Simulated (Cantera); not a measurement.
Low-pressure radical oxidation in H2/O2

An isothermal, constant-pressure homogeneous reactor starts with H₂ : O₂ = 0.0063 : 1 (molar parts), equivalence ratio 0.0032, at 1000 K and 0.00910 bar.

Cantera simulation using GRI-Mech 3.0 (53 species, 325 reactions); the numbers are that mechanism's predictions, not measurements. Radical loss at walls, strong at low pressure, is not modelled.

| t (s) | x H₂ | x O₂ | x O | x H₂O₂ | x H₂O | x OH | x HO₂ |
|---|---|---|---|---|---|---|---|
| 1.00e-6 | 0.00626 | 0.994 | <1e-12 | <1e-12 | <1e-12 | <1e-12 | <1e-12 |
| 4.01e-6 | 0.00626 | 0.994 | <1e-12 | <1e-12 | <1e-12 | <1e-12 | <1e-12 |
| 1.61e-5 | 0.00626 | 0.994 | <1e-12 | <1e-12 | <1e-12 | <1e-12 | <1e-12 |
| 6.46e-5 | 0.00626 | 0.994 | <1e-12 | <1e-12 | <1e-12 | <1e-12 | 2.67e-12 |
| 0.000259 | 0.00626 | 0.994 | 4.92e-12 | <1e-12 | <1e-12 | 4.65e-12 | 1.07e-11 |
| 0.00104 | 0.00626 | 0.994 | 4.29e-11 | <1e-12 | 1.34e-11 | 3.45e-11 | 4.33e-11 |
| 0.00418 | 0.00626 | 0.994 | 5.10e-10 | <1e-12 | 4.10e-10 | 3.04e-10 | 1.78e-10 |
| 0.0168 | 0.00626 | 0.994 | 1.49e-7 | <1e-12 | 1.66e-7 | 8.06e-8 | 2.46e-9 |
| 0.0673 | 0.000108 | 0.989 | 0.00402 | 2.03e-8 | 0.00580 | 0.000349 | 1.39e-6 |
| 0.270 | 8.91e-6 | 0.992 | 0.00183 | 7.88e-9 | 0.00616 | 0.000145 | 6.86e-7 |
| 1.08 | 1.49e-6 | 0.993 | 0.000323 | 6.82e-9 | 0.00624 | 6.03e-5 | 2.84e-7 |
| 4.35 | 1.29e-7 | 0.994 | 3.02e-5 | 4.00e-9 | 0.00627 | 1.85e-5 | 6.77e-8 |
| 17.4 | 1.07e-8 | 0.994 | 2.69e-6 | 1.19e-9 | 0.00628 | 5.56e-6 | 1.10e-8 |
| 70.0 | 1.21e-9 | 0.994 | 3.21e-7 | 2.36e-10 | 0.00628 | 1.93e-6 | 1.70e-9 |
x: mole fraction; the columns are a selection and need not sum to one.

Equilibrium at this temperature and pressure: H₂ 5.81e-12, O₂ 0.994, O 1.65e-9, H₂O₂ 1.68e-12, H₂O 0.00628, OH 1.38e-7, HO₂ 2.31e-10 (gas phase only).
